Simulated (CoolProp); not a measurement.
The numbers come from the reference Helmholtz-energy equation of state, Lemmon 2006 in CoolProp. It is a short technical equation, of lower accuracy than the large ones.

Question: Give the vapour pressure (MPa), liquid density (kg/m³), vapour density (kg/m³) of saturated acetone at 429.6, 436.3, 442.9 K.

Answer: 
```tsv
T (K)	p (MPa)	liquid density (kg/m³)	vapour density (kg/m³)
429.6	1.29	608	28.0
436.3	1.47	596	32.2
442.9	1.65	584	36.9
```
